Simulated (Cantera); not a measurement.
Feed: 1 mol SiH₂Cl₂, 1.4 mol HCl, 170 mol H₂, equilibrated at 552 °C and 71000 Pa.

Cantera equilibrium calculation (NASA polynomials, part measured and part estimated; ideal gas, pure solids and liquids). Candidate condensed phases: Si; 19 gas species. The numbers say what is thermodynamically allowed, not how fast it happens.

Base state: H₂ 0.993, SiHCl₃ 0.00318, SiCl₄ 0.00213, HCl 0.000824, SiH₂Cl₂ 0.000400, SiH₃Cl 1.18e-5 (mole fractions); condensed: Si(s).

Question: What changes in the equilibrium state with this change: HCl from 1.4 to 2.8 mol?

Answer: 
| species | before | after |
|---|---|---|
| H₂ | 0.993 | 0.989 |
| HCl | 0.000824 | 0.00566 |
| SiCl₄ | 0.00213 | 0.00472 |
| SiH₃Cl | 1.18e-5 | 7.92e-8 |
| SiH₂Cl₂ | 0.000400 | 1.86e-5 |
| SiHCl₃ | 0.00318 | 0.00102 |
| Si(s), mol | 0.0122 | 0 |
